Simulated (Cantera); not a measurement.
Mixture: CH4 : H2 : O2 : N2 = 1 : 0.079 : 1.27 : 4.72 (molar parts), at 3600 Torr, adiabatic and at constant volume. Ignition delay is the time to a rise of 400 K.

Detailed kinetics in Cantera: GRI-Mech 3.0 (53 species, 325 reactions).

### Question
Predict: delay at 1223 K; delay at 1373 K; delay at 1523 K; delay at 1673 K; apparent activation energy between 1598 and 1748 K.

### Answer
```json
{
 "delay at 1223 K": "3.94 ms",
 "delay at 1373 K": "0.906 ms",
 "delay at 1523 K": "0.219 ms",
 "delay at 1673 K": "61.7 µs",
 "apparent activation energy between 1598 and 1748 K": "180 kJ/mol"
}
```
